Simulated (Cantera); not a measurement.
Feed: 1 mol BCl3, 31 mol N2, 120 mol H2, equilibrated at 1973.15 K and 0.100 bar.

Cantera equilibrium calculation (NASA polynomials, part measured and part estimated; ideal gas, pure solids and liquids). Candidate condensed phases: B, BN, NH4Cl; 21 gas species. The tables' values for BCl, BH2 are old estimates; treat these amounts as uncertain. The numbers say what is thermodynamically allowed, not how fast it happens.

Base state: H2 0.776, N2 0.200, HCl 0.0195, H 0.00376, BCl 8.23e-5, Cl 7.08e-5, BH2 1.94e-5 (mole fractions); condensed: BN(s).

Question: What changes in the equilibrium state with this change: H2 from 120 to 0.16 mol?

Answer: 
| species | before | after |
|---|---|---|
| N2 | 0.200 | 0.955 |
| BCl3 | 7.58e-8 | 0.0217 |
| HCl | 0.0195 | 0.00979 |
| H2 | 0.776 | 2.67e-5 |
| BH2 | 1.94e-5 | <1e-9 |
| BCl2 | 1.25e-6 | 0.00418 |
| H | 0.00376 | 2.21e-5 |
| BN(s), mol | 0.984 | 0.0567 |
The tables' values for BCl2, BCl are old estimates; treat these amounts as uncertain.

Question: What changes in the equilibrium state with this change: BCl3 replaced by B?

Answer: 
```json
[
 {"species": "H2", "before": "0.776", "after": "0.794"},
 {"species": "N2", "before": "0.200", "after": "0.202"},
 {"species": "H", "before": "0.00376", "after": "0.00381"},
 {"species": "HCl", "before": "0.0195", "after": "0"},
 {"species": "BH2", "before": "1.94e-5", "after": "1.98e-5"},
 {"species": "BCl", "before": "8.23e-5", "after": "0"},
 {"species": "Cl", "before": "7.08e-5", "after": "0"},
 {"species": "BN(s), mol", "before": "0.984", "after": "0.997"}
]
```
The tables' values for BH2 are old estimates; treat these amounts as uncertain.
